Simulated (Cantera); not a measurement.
Standard-state values (1 bar) from the NASA 1993 polynomials, evaluated with Cantera. Values are per mole of reaction as written; species without (g) are pure solids or liquids, kept so even where they would boil at 1 bar.

Q: Between 548 and 648 K, where is each reaction favourable under standard conditions?
- O(g) + MgBr2 → MgO + Br2(g)

A: 
- O(g) + MgBr2 → MgO + Br2(g): ΔG° is -290 kJ at 548 K and -288 kJ at 648 K; it stays negative (K > 1). ΔH° is -302 kJ and ΔS° -21 J/K at 648 K.
